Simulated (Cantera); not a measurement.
Input: 1 mol SiH4, 0.11 mol CH4, 6.2 mol H2, held at 1275 K and 750 Torr.

Method: chemical equilibrium by Gibbs-energy minimisation in Cantera with the NASA 1993 tables (ideal gas, pure condensed phases). Candidate condensed phases: C, C6H6, C7H8, C8H18, Si, SiC; 87 gas species. Mutual solubility and eutectic melting of coexisting phases are not modelled. Rates play no part.

Base state: H2 1.000, CH4 2.40e-5 (mole fractions); condensed: Si(s) + SiC(s).

Problem. What changes in the equilibrium state with this change: SiH4 replaced by SiH2Cl2?

Solution. 
```tsv
species	before	after
H2	1.000	0.889
HCl	0	0.0506
SiCl4	0	0.0267
SiHCl3	0	0.0190
SiCl2	0	0.00745
SiCl3	0	0.00553
SiH2Cl2	0	0.00186
Si(s), mol	0.890	0.405
SiC(s), mol	0.110	0.110
```
The tables' values for SiCl3 are old estimates; treat these amounts as uncertain.

Problem. What changes in the equilibrium state with this change: SiH4 replaced by (CH3)2SiCl2?

Solution. 
| species | before | after |
|---|---|---|
| H2 | 1.000 | 0.826 |
| HCl | 0 | 0.158 |
| SiCl4 | 0 | 0.00761 |
| SiHCl3 | 0 | 0.00161 |
| SiCl3 | 0 | 0.000487 |
| SiCl2 | 0 | 0.000203 |
| Si(s), mol | 0.890 | 0 |
| SiC(s), mol | 0.110 | 0.898 |
| C(graphite), mol | 0 | 1.15 |
The feed counts by its element totals alone. The tables' values for SiCl3 are old estimates; treat these amounts as uncertain.
